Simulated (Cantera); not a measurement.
## Dilute partial oxidation

An isothermal, constant-pressure homogeneous reactor starts with 1.75 % CH3OH, 0.973 % O2, 97.3 % N2, equivalence ratio 2.7, at 900 K and 825 Torr.

Model: GRI-Mech 3.0 (53 species, 325 reactions), integrated in Cantera. GRI-Mech 3.0 was tuned for natural gas; its chemistry of methanol as a main component is partial and can be far from experiment. Below about 1000 K GRI-Mech 3.0 lacks low-temperature oxidation paths.

```json
[
 {"t (s)": "3.00e-5", "x CH3OH": "0.0175", "x O2": "0.00973", "x H2O": "<1e-12", "x H": "<1e-12", "x N2O": "<1e-12"},
 {"t (s)": "0.000119", "x CH3OH": "0.0175", "x O2": "0.00973", "x H2O": "<1e-12", "x H": "<1e-12", "x N2O": "<1e-12"},
 {"t (s)": "0.000475", "x CH3OH": "0.0175", "x O2": "0.00973", "x H2O": "3.49e-12", "x H": "<1e-12", "x N2O": "<1e-12"},
 {"t (s)": "0.00189", "x CH3OH": "0.0175", "x O2": "0.00973", "x H2O": "1.39e-11", "x H": "<1e-12", "x N2O": "<1e-12"},
 {"t (s)": "0.00754", "x CH3OH": "0.0175", "x O2": "0.00973", "x H2O": "5.56e-11", "x H": "<1e-12", "x N2O": "<1e-12"},
 {"t (s)": "0.0300", "x CH3OH": "0.0175", "x O2": "0.00973", "x H2O": "2.21e-10", "x H": "<1e-12", "x N2O": "<1e-12"},
 {"t (s)": "0.119", "x CH3OH": "0.0175", "x O2": "0.00973", "x H2O": "8.82e-10", "x H": "<1e-12", "x N2O": "<1e-12"},
 {"t (s)": "0.475", "x CH3OH": "0.0175", "x O2": "0.00973", "x H2O": "3.58e-9", "x H": "<1e-12", "x N2O": "<1e-12"},
 {"t (s)": "1.89", "x CH3OH": "0.0175", "x O2": "0.00973", "x H2O": "2.00e-8", "x H": "<1e-12", "x N2O": "<1e-12"},
 {"t (s)": "7.54", "x CH3OH": "0.0175", "x O2": "0.00973", "x H2O": "5.37e-7", "x H": "<1e-12", "x N2O": "6.52e-12"},
 {"t (s)": "30.0", "x CH3OH": "4.45e-7", "x O2": "5.44e-7", "x H2O": "0.0183", "x H": "2.87e-9", "x N2O": "4.81e-10"}
]
```
x: mole fraction; the columns are a selection and need not sum to one.

Equilibrium at this temperature and pressure: CH3OH <1e-12, O2 <1e-12, H2O 0.0104, H 1.73e-11, N2O <1e-12 (gas phase only).
